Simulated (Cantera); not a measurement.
Cantera run:

```python
import numpy as np
import cantera as ct

gas_names = """
    B BH BH2 BH3 BO BO2 B2 B2O B2O2 B2O3 B3O3H3 H HBO HBO2 HO2 H2 H2O H2O2 H3B3O6 O OH O2 O3
""".split()
cond_names = """
    B(b) B(L) B2O3(L) B3O3H3(cr) H2O(s) H2O(L)
""".split()


# ... load() reads the species with a 1 bar reference pressure and builds the phases ...
atoms = {
    'B2H6': {'B': 2, 'H': 6},
    'O2': {'O': 2},
    'H2': {'H': 2},
}
top_T = {}  # K; cautious upper limits of use, not melting points


# ... equilibrate(T, P, feed) seeds the gas with the atoms and calls Mixture.equilibrate('TP', solver="vcs", rtol=1e-11, max_steps=5000) ...
results = []
feed = {'B2H6': 1, 'O2': 0.07, 'H2': 94}  # mol
T = 1998  # K
P = 100000  # Pa
mix = equilibrate(T, P, feed)
results.append((T, P, feed, dict(zip(mix.species_names, mix.species_moles))))
x = sorted(zip(gas.X, gas.species_names), reverse=True)
print(f"T = {T:g} K  P = {P:g} Pa  gas = {mix.phase_moles(0):.4g} mol")
print("   x: " + "  ".join(f"{s} {v:.3e}" for v, s in x if v > 0.0001))
print("   condensed (mol): " + ("  ".join(f"{mix.phase(i).name} {mix.phase_moles(i):.4g}"
      for i in range(1, mix.n_phases) if mix.phase_moles(i) > 1e-12) or "none"))
```

Result:

```
T = 1998 K  P = 100000 Pa  gas = 97.15 mol
   x: H2 9.965e-01  H 1.601e-03  HBO 1.394e-03  BH2 4.610e-04
   condensed (mol): B(b) 1.812
```

Equilibrium computed with Cantera from the NASA thermochemical tables; the gas is ideal and each condensed phase is pure. The feed counts by its element totals alone. The tables' values for BH2 are old estimates; treat these amounts as uncertain. Gases not in the tables: B2H6 and higher boranes.
